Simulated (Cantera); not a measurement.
Charge: 1 mol CuO, 7.9 mol CO, 0.32 mol N2, held at 0.100 bar.

Equilibrium computed with Cantera from the NASA thermochemical tables; the gas is ideal and each condensed phase is pure. Candidate condensed phases: C, Cu, CuO, Cu2O; 27 gas species. The numbers say what is thermodynamically allowed, not how fast it happens.

x: gas mole fraction; n: condensed amount in mol.

```json
[
 {"T (K)": "898", "x CO": "0.682", "x CO2": "0.274", "x Cu": "1.63e-12", "x N2": "0.0442", "x Cu2": "<1e-12", "x NO": "<1e-12", "x O": "<1e-12", "n C(graphite)": "0.980", "n Cu(s)": "1.00", "n Cu(l)": "0"},
 {"T (K)": "1048", "x CO": "0.839", "x CO2": "0.122", "x Cu": "9.78e-10", "x N2": "0.0389", "x Cu2": "<1e-12", "x NO": "<1e-12", "x O": "<1e-12", "n C(graphite)": "0", "n Cu(s)": "1.00", "n Cu(l)": "0"},
 {"T (K)": "1198", "x CO": "0.839", "x CO2": "0.122", "x Cu": "1.16e-7", "x N2": "0.0389", "x Cu2": "(withheld)", "x NO": "<1e-12", "x O": "<1e-12", "n C(graphite)": "0", "n Cu(s)": "1.000", "n Cu(l)": "0"},
 {"T (K)": "1348", "x CO": "0.839", "x CO2": "0.122", "x Cu": "4.68e-6", "x N2": "0.0389", "x Cu2": "(withheld)", "x NO": "4.60e-11", "x O": "<1e-12", "n C(graphite)": "0", "n Cu(s)": "1.000", "n Cu(l)": "0"},
 {"T (K)": "1498", "x CO": "0.839", "x CO2": "0.122", "x Cu": "7.95e-5", "x N2": "0.0389", "x Cu2": "(withheld)", "x NO": "1.28e-9", "x O": "2.72e-11", "n C(graphite)": "0", "n Cu(s)": "0", "n Cu(l)": "0.999"},
 {"T (K)": "1648", "x CO": "0.839", "x CO2": "0.122", "x Cu": "0.000790", "x N2": "0.0389", "x Cu2": "(withheld)", "x NO": "1.93e-8", "x O": "1.35e-9", "n C(graphite)": "0", "n Cu(s)": "0", "n Cu(l)": "0.993"},
 {"T (K)": "1798", "x CO": "0.835", "x CO2": "0.121", "x Cu": "0.00529", "x N2": "0.0387", "x Cu2": "(withheld)", "x NO": "1.84e-7", "x O": "3.49e-8", "n C(graphite)": "0", "n Cu(s)": "0", "n Cu(l)": "0.956"},
 {"T (K)": "1948", "x CO": "0.817", "x CO2": "0.118", "x Cu": "0.0262", "x N2": "0.0379", "x Cu2": "(withheld)", "x NO": "1.23e-6", "x O": "5.45e-7", "n C(graphite)": "0", "n Cu(s)": "0", "n Cu(l)": "0.777"},
 {"T (K)": "2098", "x CO": "0.753", "x CO2": "0.109", "x Cu": "0.102", "x N2": "0.0349", "x Cu2": "(withheld)", "x NO": "6.01e-6", "x O": "5.73e-6", "n C(graphite)": "0", "n Cu(s)": "0", "n Cu(l)": "0.0504"}
]
```

What belongs in the gaps?


- 1198, x Cu2: 3.22e-12
- 1348, x Cu2: 6.03e-10
- 1498, x Cu2: 3.08e-8
- 1648, x Cu2: 7.34e-7
- 1798, x Cu2: 1.01e-5
- 1948, x Cu2: 9.02e-5
- 2098, x Cu2: 0.000581
